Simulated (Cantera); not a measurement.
Feed: 1 mol V2O3, 0.84 mol H2, held at 21000 Pa.

These are equilibrium values from Cantera (NASA tables, ideal gas, pure condensed phases), not measurements of a reactor. Candidate condensed phases: H2O, V, VO, V2O3, V2O4, V2O5; 12 gas species. Mutual solubility and eutectic melting of coexisting phases are not modelled. VO: taken at fixed stoichiometry. Condensed phases not in the tables: the oxides between V2O3 and V2O5 other than VO2. Rates play no part.

x: gas mole fraction; n: condensed amount in mol.

| T (K) | x H2 | x H2O | x H | x VO2 | x OH | x VO | x V | n V2O3(s) | n VO(s) | n VO(l) |
|---|---|---|---|---|---|---|---|---|---|---|
| 850 | 1.000 | 5.75e-6 | 4.47e-11 | <1e-12 | <1e-12 | <1e-12 | <1e-12 | 1.000 | 0 | 0 |
| 1000 | 1.000 | 5.48e-5 | 4.95e-9 | <1e-12 | <1e-12 | <1e-12 | <1e-12 | 1.000 | 0 | 0 |
| 1150 | 1.000 | 0.000285 | 1.63e-7 | <1e-12 | <1e-12 | <1e-12 | <1e-12 | 1.000 | 0.000480 | 0 |
| 1300 | 0.999 | 0.00101 | 2.41e-6 | 2.65e-12 | 3.18e-11 | <1e-12 | <1e-12 | 0.999 | 0.00169 | 0 |
| 1450 | 0.997 | … | … | … | … | … | <1e-12 | 0.998 | … | 0 |
| 1600 | 0.994 | 0.00611 | 0.000118 | 2.57e-8 | 2.85e-8 | 3.61e-9 | 2.60e-11 | 0.995 | 0.0103 | 0 |
| 1750 | 0.988 | … | … | … | … | … | … | 0.990 | … | 0 |
| 1900 | 0.978 | 0.0206 | 0.00171 | 1.24e-5 | 2.96e-6 | 1.80e-6 | 2.15e-8 | 0.983 | 0.0347 | 0 |
| 2050 | 0.962 | 0.0328 | 0.00486 | 0.000133 | 1.81e-5 | 1.96e-5 | 2.86e-7 | 0.972 | 0.0553 | 0 |
| 2200 | 0.917 | 0.0697 | 0.0118 | 0.00122 | 0.000125 | 0.000124 | 1.46e-6 | 0.940 | 0 | 0.119 |

Q: What belongs in the gaps?

A: 
- 1450, x H2O: 0.00273
- 1450, x H: 2.06e-5
- 1450, x VO2: 4.27e-10
- 1450, x OH: 1.35e-9
- 1450, x VO: 5.81e-11
- 1450, n VO(s): 0.00459
- 1750, x H2O: 0.0119
- 1750, x H: 0.000504
- 1750, x VO2: 7.44e-7
- 1750, x OH: 3.55e-7
- 1750, x VO: 1.07e-7
- 1750, x V: 1.01e-9
- 1750, n VO(s): 0.0199
